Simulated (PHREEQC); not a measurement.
Solution (25 °C): 0.32 mol/kgw CdCl2 and 0.00025 mol/kgw H2SO4. Closed to the air; pH follows from the charge balance.

Model: ion-association model, wateq4f.dat, run in PHREEQC.

### Question
The ionic strength comes out as 0.281 mol/kgw. What activity coefficients do SO4-2, Cd+2, CdCl+, CdCl3-, HSO4- get?

### Answer
SO4-2 0.26, Cd+2 0.29, CdCl+ 0.73, CdCl3- 0.73, HSO4- 0.70.

No solid was allowed to form. Complexes and solids missing from the database can't appear.
